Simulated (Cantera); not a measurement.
An adiabatic, constant-pressure homogeneous reactor starts with CH4 : O2 : N2 : CO2 = 1 : 1.82 : 6.84 : 0.61 (molar parts), at 1075 K and 0.910 bar. Integrator tolerance rtol = 1e-08.

Model: GRI-Mech 3.0 (53 species, 325 reactions), integrated in Cantera.

What does this change do: initial temperature 1075 to 1450 K?


```csv
quantity,before,after
temperature at 0.200 s,1078 K,2638 K
equilibrium temperature,2489 K,2638 K
x(CH4) at 0.200 s,0.0968 (gas-phase equilibrium <1e-12),<1e-12 (gas-phase equilibrium <1e-12)
x(O2) at 0.200 s,0.177 (gas-phase equilibrium 0.00752),0.0138 (gas-phase equilibrium 0.0138)
x(CO2) at 0.200 s,0.0594 (gas-phase equilibrium 0.107),0.0900 (gas-phase equilibrium 0.0900)
x(C2H6) at 0.200 s,0.000101 (gas-phase equilibrium <1e-12),<1e-12 (gas-phase equilibrium <1e-12)
x(H) at 0.200 s,2.99e-9 (gas-phase equilibrium 0.00274),0.00597 (gas-phase equilibrium 0.00597)
time of steepest temperature rise,not reached,2.46 ms
```

What does this change do: initial temperature 1075 to 1250 K?


```csv
quantity,before,after
temperature at 0.200 s,1078 K,2561 K
equilibrium temperature,2489 K,2561 K
x(CH4) at 0.200 s,0.0968 (gas-phase equilibrium <1e-12),<1e-12 (gas-phase equilibrium <1e-12)
x(O2) at 0.200 s,0.177 (gas-phase equilibrium 0.00752),0.0105 (gas-phase equilibrium 0.0105)
x(CO2) at 0.200 s,0.0594 (gas-phase equilibrium 0.107),0.0990 (gas-phase equilibrium 0.0990)
x(C2H6) at 0.200 s,0.000101 (gas-phase equilibrium <1e-12),<1e-12 (gas-phase equilibrium <1e-12)
x(H) at 0.200 s,2.99e-9 (gas-phase equilibrium 0.00274),0.00403 (gas-phase equilibrium 0.00403)
time of steepest temperature rise,not reached,28.9 ms
```

What does this change do: 0.24 parts C2H6 added?


| quantity | before | after |
|---|---|---|
| temperature at 0.200 s | 1078 K | 2343 K |
| equilibrium temperature | 2489 K | 2343 K |
| x(CH4) at 0.200 s | 0.0968 (gas-phase equilibrium <1e-12) | <1e-12 (gas-phase equilibrium <1e-12) |
| x(O2) at 0.200 s | 0.177 (gas-phase equilibrium 0.00752) | 7.14e-5 (gas-phase equilibrium 7.13e-5) |
| x(CO2) at 0.200 s | 0.0594 (gas-phase equilibrium 0.107) | 0.0618 (gas-phase equilibrium 0.0618) |
| x(C2H6) at 0.200 s | 0.000101 (gas-phase equilibrium <1e-12) | <1e-12 (gas-phase equilibrium <1e-12) |
| x(H) at 0.200 s | 2.99e-9 (gas-phase equilibrium 0.00274) | 0.00305 (gas-phase equilibrium 0.00305) |
| time of steepest temperature rise | not reached | 26.8 ms |
